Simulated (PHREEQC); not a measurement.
Consider water at 25 °C with 38 mmol/kgw NaH2PO4 and 33 mmol/kgw HCl. Closed to the air; pH follows from the charge balance.

Computed with PHREEQC (ion-association model, phreeqc.dat).

```
quantity              before    after
-------------------  -------  -------
pH                      1.99     2.74
H3PO4 (mol/kgw)       0.0210   0.0307
H2PO4- (mol/kgw)      0.0170    0.159
HPO4-2 (mol/kgw)     1.84e-7  1.34e-5
NaHPO4- (mol/kgw)    6.30e-9  1.50e-6
SI of Halite (NaCl)    -4.64    -4.04
```

### Question
Which change was made?
A) NaH2PO4 from 0.038 to 0.19 mol/kgw
B) NaH2PO4 replaced by Na2HPO4 at the same molality
C) NaH2PO4 from 0.038 to 0.0076 mol/kgw
D) HCl from 0.033 to 0.33 mol/kgw
E) HCl from 0.033 to 0.0363 mol/kgw

### Answer
A, NaH2PO4 from 0.038 to 0.19 mol/kgw

This is a speciation only: nothing precipitates in the calculation.
